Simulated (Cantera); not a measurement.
Feed: 1 mol PbO, 0.021 mol O₂, 0.1 mol N₂, held at 0.580 bar.

These are equilibrium values from Cantera (NASA tables, ideal gas, pure condensed phases), not measurements of a reactor. Candidate condensed phases: Pb, PbO, PbO₂, Pb₃O₄; 12 gas species. Gases not in the tables: (PbO)n polymers. Equilibrium is a limit: real reactors are often held back by kinetics, nucleation or transport.

log p: log10 of the partial pressure in bar; n: condensed amount in mol.

```json
[
 {"T (K)": "800", "log p N₂": "-0.32", "log p O₂": "-1.00", "log p PbO": "-10.15", "log p NO": "-5.97", "n PbO(yellow)": "1.00", "n PbO(l)": "0"},
 {"T (K)": "875", "log p N₂": "-0.32", "log p O₂": "-1.00", "log p PbO": "-8.59", "log p NO": "-5.45", "n PbO(yellow)": "1.00", "n PbO(l)": "0"},
 {"T (K)": "950", "log p N₂": "-0.32", "log p O₂": "-1.00", "log p PbO": "-7.28", "log p NO": "-5.02", "n PbO(yellow)": "1.00", "n PbO(l)": "0"},
 {"T (K)": "1025", "log p N₂": "-0.32", "log p O₂": "-1.00", "log p PbO": "?", "log p NO": "?", "n PbO(yellow)": "1.00", "n PbO(l)": "0"},
 {"T (K)": "1100", "log p N₂": "-0.32", "log p O₂": "-1.00", "log p PbO": "-5.21", "log p NO": "-4.34", "n PbO(yellow)": "1.000", "n PbO(l)": "0"},
 {"T (K)": "1175", "log p N₂": "-0.32", "log p O₂": "-1.00", "log p PbO": "-4.39", "log p NO": "-4.06", "n PbO(yellow)": "0", "n PbO(l)": "1.000"},
 {"T (K)": "1250", "log p N₂": "-0.32", "log p O₂": "-1.00", "log p PbO": "-3.74", "log p NO": "-3.82", "n PbO(yellow)": "0", "n PbO(l)": "1.000"},
 {"T (K)": "1325", "log p N₂": "-0.32", "log p O₂": "-1.00", "log p PbO": "-3.16", "log p NO": "-3.60", "n PbO(yellow)": "0", "n PbO(l)": "1.000"},
 {"T (K)": "1400", "log p N₂": "-0.32", "log p O₂": "-1.00", "log p PbO": "?", "log p NO": "?", "n PbO(yellow)": "0", "n PbO(l)": "1.000"},
 {"T (K)": "1475", "log p N₂": "-0.32", "log p O₂": "-1.00", "log p PbO": "-2.20", "log p NO": "-3.24", "n PbO(yellow)": "0", "n PbO(l)": "0.999"}
]
```

Problem. Complete the blanks.

Solution. 
- 1025, log p PbO: -6.16
- 1025, log p NO: -4.66
- 1400, log p PbO: -2.65
- 1400, log p NO: -3.41
